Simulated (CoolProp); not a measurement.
Computed with CoolProp (reference Helmholtz-energy equation of state, Wagner 2002).

Problem. Give the vapour pressure (kPa), vapour density (kg/m³), enthalpy of vaporisation (kJ/kg), vapour viscosity (µPa s) of saturated water at 229.55 °C.

Solution. 
```csv
T (°C),p (kPa),vapour density (kg/m³),enthalpy of vaporisation (kJ/kg),vapour viscosity (µPa s)
229.55,2770,13.9,1810,16.7
```

Viscosity comes from a separate model (Huber 2009).
